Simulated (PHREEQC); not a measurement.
Synthetic water in mmol/kgw, 10 °C, pH 3.39, pe 11.8:

```tsv
constituent	mmol/kgw
Na	3.79
K	1.84
Ca	0.858
Mg	1.01
Cl	2.68
S(6)	3.79
Zn	0.0468
Al	0.00137
Si	0.0548
Fe(3)	0.0164
Br	0.0739
```

Valence states are taken as typed.

The numbers come from PHREEQC with the ion-association model, phreeqc.dat.

Each row changes one thing in this solution. This is a speciation only: nothing precipitates in the calculation.

```
case                                               ionic strength (mol/kgw)  SO4-2 (mol/kgw)  Mg+2 (mol/kgw)  Ca+2 (mol/kgw)  MgSO4 (mol/kgw)  CaSO4 (mol/kgw)  SI of Quartz (SiO2)
-------------------------------------------------  ------------------------  ---------------  --------------  --------------  ---------------  ---------------  -------------------
as made                                                              0.0143          0.00332        0.000835        0.000709         0.000175         0.000149                -0.05
temperature from 10 to 30 °C at the same typed pH                    0.0138          0.00319        0.000756             ___         0.000254         0.000161                -0.35
Fe(3) from 0.0164 to 0.0082 mmol/kgw                                 0.0143          0.00332        0.000835        0.000709         0.000175         0.000149                -0.05
S(6) from 3.79 to 1.9 mmol/kgw                                       0.0112          0.00163        0.000908        0.000771         0.000102          8.71e-5                -0.05
all concentrations times 4 at the same typed pH                      0.0521              ___         0.00284             ___              ___          0.00101                +0.56
```

Question: Complete the blanks.

Answer: 
- temperature from 10 to 30 °C at the same typed pH, Ca+2 (mol/kgw): 0.000696
- all concentrations times 4 at the same typed pH, SO4-2 (mol/kgw): 0.0121
- all concentrations times 4 at the same typed pH, Ca+2 (mol/kgw): 0.00242
- all concentrations times 4 at the same typed pH, MgSO4 (mol/kgw): 0.00120

Some of these states are supersaturated (in Jarosite-K, Hematite (slow to form), for instance). At this temperature some constants are extrapolated from 25 °C, and those without enthalpy data are left unchanged.
